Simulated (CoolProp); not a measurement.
Model: reference Helmholtz-energy equation of state, Thol 2017, in CoolProp.

Give the vapour pressure (bar), liquid density (kg/m³), enthalpy of vaporisation (kJ/kg), liquid cp (kJ/(kg K)) of saturated octamethyltrisiloxane (MDM) at 17.95, 157.65 °C.


```tsv
T (°C)	p (bar)	liquid density (kg/m³)	enthalpy of vaporisation (kJ/kg)	liquid cp (kJ/(kg K))
17.95	0.00310	822	207	1.77
157.65	1.16	669	150	2.13
```
